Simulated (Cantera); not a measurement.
## Equilibrium for sublimation and decomposition of ceramics: Si3N4 + Si + H2 + C

Feed: 1 mol Si3N4, 0.35 mol Si, 0.17 mol H2, 0.06 mol C, at 1998.15 K and 0.0140 bar.

Equilibrium computed with Cantera from the NASA thermochemical tables; the gas is ideal and each condensed phase is pure. Candidate condensed phases: C, C6H6, C7H8, C8H18, Si, SiC, Si3N4; 105 gas species. Mutual solubility and eutectic melting of coexisting phases are not modelled. The tables' values for SiN are old estimates; treat these amounts as uncertain. Kinetics and transport are ignored.

The x(N2) is 0.917. The x(H2) is 0.0759, the x(H) comes out as 0.00374 and the x(Si) comes out as 0.00304. The x(HCN) comes out as 0.000210 and the x(Si2N) is 0.000119. The x(SiN) comes out as 9.01e-5 and the x(Si2C) is 8.28e-5. The x(SiH) is 6.76e-5 and the n(Si(l)) comes out as 3.28 mol. The n(SiC(s)) comes out as 0.0593 mol and the gas amount is 2.181 mol. The log10 activity of C(graphite) (absent) comes out as -1.26.
